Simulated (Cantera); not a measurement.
A perfectly stirred reactor is fed with CH4 : H2 : N2 = 0.024 : 1 : 0.00015 (molar parts), at 150 Torr; it is held at 2200 K, and followed from long to short residence time.

Detailed kinetics in Cantera: GRI-Mech 3.0 (53 species, 325 reactions). GRI-Mech 3.0 stops at C3 and has no aromatics, soot or wall deposition, so with more carbon than oxygen in the feed, carbon stays in small species such as C2H2 where larger ones or solid carbon would form.

What does this change do: temperature 2200 to 1450 K?


```json
[
 {"quantity": "x(CH4) at τ = 2.00 s", "before": "0.000267", "after": "0.0228"},
 {"quantity": "x(H2) at τ = 2.00 s", "before": "0.976", "after": "0.977"},
 {"quantity": "x(C2H) at τ = 2.00 s", "before": "4.94e-6", "after": "7.44e-12"},
 {"quantity": "x(CH3) at τ = 2.00 s", "before": "6.49e-5", "after": "9.23e-6"},
 {"quantity": "x(C2H2) at τ = 2.00 s", "before": "0.0112", "after": "0.000271"},
 {"quantity": "x(CH4) at τ = 12.0 ms", "before": "0.00358", "after": "0.0234"},
 {"quantity": "x(H2) at τ = 12.0 ms", "before": "0.976", "after": "0.976"},
 {"quantity": "x(C2H) at τ = 12.0 ms", "before": "3.51e-6", "after": "<1e-12"},
 {"quantity": "x(CH3) at τ = 12.0 ms", "before": "0.000748", "after": "5.14e-6"},
 {"quantity": "x(C2H2) at τ = 12.0 ms", "before": "0.00925", "after": "4.47e-8"}
]
```
